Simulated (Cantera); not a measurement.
A closed system holds: 1 mol SiH₄, 0.39 mol CH₄, 1300 mol H₂, held at 2.85 Torr.

Cantera equilibrium calculation (NASA polynomials, part measured and part estimated; ideal gas, pure solids and liquids). Candidate condensed phases: C, C₆H₆, C₇H₈, C₈H₁₈, Si, SiC; 87 gas species. Mutual solubility and eutectic melting of coexisting phases are not modelled. Gases not in the tables: Si₂H₆ and higher silanes. Equilibrium is a limit: real reactors are often held back by kinetics, nucleation or transport.

Question: What share of the Si ends up in condensed phases as a function of T (K), at 1350, 1500, 1650, 1800, 1950, 2100, 2250?

Answer: 
```json
[
 {"T (K)": "1350", "Si condensed (%)": "100.0", "as": "Si(s) + SiC(s)"},
 {"T (K)": "1500", "Si condensed (%)": "99.4", "as": "Si(s) + SiC(s)"},
 {"T (K)": "1650", "Si condensed (%)": "88.5", "as": "Si(s) + SiC(s)"},
 {"T (K)": "1800", "Si condensed (%)": "38.3", "as": "SiC(s)"},
 {"T (K)": "1950", "Si condensed (%)": "7.4", "as": "SiC(s)"},
 {"T (K)": "2100", "Si condensed (%)": "0.0", "as": "-"},
 {"T (K)": "2250", "Si condensed (%)": "0.0", "as": "-"}
]
```
